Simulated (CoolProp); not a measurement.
Values from CoolProp's reference Helmholtz-energy equation of state, Thol 2014.

Problem. For diethyl ether, give the phase and the cv (kJ/(kg K)), speed of sound (m/s), Joule-Thomson coefficient (K/MPa) at 477.3 K and 2.07 bar; 477.3 K and 8.26 bar.

Solution. 
- 477.3 K and 2.07 bar: gas; cv 2.08, speed of sound 234, Joule-Thomson coefficient 7.53
- 477.3 K and 8.26 bar: gas; cv 2.10, speed of sound 222, Joule-Thomson coefficient 8.24
